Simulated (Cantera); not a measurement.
Input (Python, Cantera) and output of one run.

```python
import numpy as np
import cantera as ct

gas_names = """
    NO2 O2
""".split()
cond_names = """
    Cr2O3(s) Cr2O3(L) Cr2N(s)
""".split()


# ... load() reads the species with a 1 bar reference pressure and builds the phases ...
species = {s.name: s for s in load("nasa_gas.yaml", gas_names) + load("nasa_condensed.yaml", cond_names)}
# Each term lists the table entries of one substance; the one whose range holds T is used.
reactions = {
    '2 Cr2O3 + 2 NO2(g) = 2 Cr2N + 5 O2(g)':
        [(-2, ['Cr2O3(s)', 'Cr2O3(L)']), (-2, ['NO2']), (2, ['Cr2N(s)']), (5, ['O2'])],
}


def pick(names, T):
    return next(species[n] for n in names if species[n].thermo.min_temp <= T <= species[n].thermo.max_temp)


results = []
for label, terms in reactions.items():
    print(label)
    print("     T/K   dH/kJ  dS/(J/K)   dG/kJ   log10 K")
    for T in [300, 1523, 1598, 1673, 1748, 1823, 1898]:
        used = [(nu, pick(names, T)) for nu, names in terms]
        dH = sum(nu * s.thermo.h(T) for nu, s in used) / 1e6
        dS = sum(nu * s.thermo.s(T) for nu, s in used) / 1e3
        dG = dH - T * dS / 1e3
        logK = -dG * 1e6 / (ct.gas_constant * T * np.log(10))
        results.append((label, T, dH, dS, dG, logK, [s.name for _, s in used]))
        print(f"{T:8g} {dH:8.1f} {dS:8.1f} {dG:8.1f} {logK:8.2f}")
```

Output:

```
2 Cr2O3 + 2 NO2(g) = 2 Cr2N + 5 O2(g)
     T/K   dH/kJ  dS/(J/K)   dG/kJ   log10 K
     300   1950.7    515.4   1796.0  -312.71
    1523   1944.6    500.6   1182.3   -40.55
    1598   1945.8    501.3   1144.7   -37.42
    1673   1947.2    502.2   1107.1   -34.57
    1748   1948.9    503.1   1069.4   -31.96
    1823   1950.7    504.2   1031.6   -29.56
    1898   1952.7    505.2    993.8   -27.35
```

Source: NASA polynomial tables (part measured, part estimated), evaluated in Cantera. Condensed species are held in their standard states even where they would react or evaporate.
